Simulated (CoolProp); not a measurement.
Computed with CoolProp (reference Helmholtz-energy equation of state, Thol 2016).

Problem. For hexamethyldisiloxane (MM), give the phase and the speed of sound (m/s), isothermal compressibility (1/MPa) at 524.7 K and 1.93 MPa; 524.7 K and 2.57 MPa.

Solution. 
- 524.7 K and 1.93 MPa: gas; speed of sound 79.7, isothermal compressibility 1.77
- 524.7 K and 2.57 MPa: supercritical; speed of sound 133, isothermal compressibility 0.213
